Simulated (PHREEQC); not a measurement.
Na2CO3 is added in steps, without added water, to 1 kg of water holding 0.001 mol/kgw NH4Cl, 8.3e-05 mol/kgw NH3 and 0.019 mol/kgw NaCl, at 85 °C. Oxygen is held at 0.21 atm. CO2 is held at log p = -2 (atm). The run lets Halite precipitate or redissolve, and no other solid.

Base run: PHREEQC, ion-association model, phreeqc.dat. Each further column changes one thing. The table gives pH.

```
Na2CO3 added (mol)  base  temperature from 85 to 30 °C  diluted 100-fold with water  NaCl from 0.019 to 0.0095 mol/kgw  no solid may form
------------------  ----  ----------------------------  ---------------------------  ---------------------------------  -----------------
0                   6.03                          5.72                         5.16                               6.04               6.03
0.00625             8.20                          7.87                         8.27                               8.22               8.20
0.01375             8.46                          8.19                         8.52                               8.48               8.46
0.02                8.56                          8.33                         8.61                               8.58               8.56
0.02625             8.62                          8.43                         8.67                               8.65               8.62
0.03375             8.68                          8.52                         8.72                               8.70               8.68
0.04                8.71                          8.58                         8.75                               8.73               8.71
```

Constants without temperature data keep their 25 °C values here.
